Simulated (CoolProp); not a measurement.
Vapour-liquid equilibrium of carbon dioxide (1) + 1-butene (2) at 0.658 MPa; x and y are mole fractions of (1).

The numbers come from the multi-fluid Helmholtz-energy mixture model, Span 1996 and Lemmon 2005; pair parameters Bell 2016 in CoolProp.

**Question.** Give the bubble temperature and the first vapour's composition at x = 0.05, 0.2, 0.65. Is there an azeotrope?

**Answer.** x = 0.05: 29.9 °C, y = 0.467; x = 0.2: -13.2 °C, y = 0.890; x = 0.65: -42.9 °C, y = 0.983. No azeotrope shows between x = 0.05 and 0.95.

The pair parameters rest on a limited set of measurements; away from them the model extrapolates. The gap from Raoult's law changes sign with composition, which may be real or a fault of the pair parameters; it wasn't checked against measurements.
